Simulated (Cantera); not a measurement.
A perfectly stirred reactor is fed with CH4 : CO : O2 : N2 = 1 : 0.077 : 1.57 : 5.9 (molar parts), equivalence ratio 1.3, at 1280 Torr; it is adiabatic with a 450 K inlet, and is followed from long to short residence time, starting on the burning branch (τ in s: 0.16, 0.041, 0.011, 0.0029, 0.00077, 0.0002, 5.4e-05, 1.4e-05, 3.8e-06).

Cantera simulation using GRI-Mech 3.0 (53 species, 325 reactions); the numbers are that mechanism's predictions, not measurements.

Question: What does this change do: CH4 1 to 1.3 parts?

Answer: 
| quantity | before | after |
|---|---|---|
| blow-out, bracketed by the residence times tried | burning at 0.200 ms, out at 54.0 µs | burning at 2.90 ms, out at 0.770 ms |
| x(CH4) at τ = 0.160 s | 2.03e-5 | 0.00309 |
| x(CO) at τ = 0.160 s | 0.0640 | 0.0975 |
| x(O2) at τ = 0.160 s | 5.97e-5 | 0.000186 |
| x(C2H2) at τ = 0.160 s | 1.93e-7 | 0.00181 |
| x(HO2) at τ = 0.160 s | 2.04e-8 | 3.74e-8 |
| x(CH4) at τ = 0.770 ms | 0.000268 | 0.147 |
| x(CO) at τ = 0.770 ms | 0.0649 | 0.00870 |
| x(O2) at τ = 0.770 ms | 0.00209 | 0.177 |
| x(C2H2) at τ = 0.770 ms | 1.30e-5 | <1e-12 |
| x(HO2) at τ = 0.770 ms | 1.13e-6 | <1e-12 |

Question: What does this change do: 0.5 parts CO2 added?

Answer: 
```
quantity                                                                       before                                 after
------------------------------------------------  -----------------------------------  ------------------------------------
blow-out, bracketed by the residence times tried  burning at 0.200 ms, out at 54.0 µs  burning at 0.770 ms, out at 0.200 ms
x(CH4) at τ = 0.160 s                                                         2.03e-5                               3.38e-5
x(CO) at τ = 0.160 s                                                           0.0640                                0.0705
x(O2) at τ = 0.160 s                                                          5.97e-5                               8.58e-5
x(C2H2) at τ = 0.160 s                                                        1.93e-7                               5.46e-7
x(HO2) at τ = 0.160 s                                                         2.04e-8                               2.45e-8
x(CH4) at τ = 0.770 ms                                                       0.000268                              0.000397
x(CO) at τ = 0.770 ms                                                          0.0649                                0.0723
x(O2) at τ = 0.770 ms                                                         0.00209                               0.00306
x(C2H2) at τ = 0.770 ms                                                       1.30e-5                               1.78e-5
x(HO2) at τ = 0.770 ms                                                        1.13e-6                               1.90e-6
```
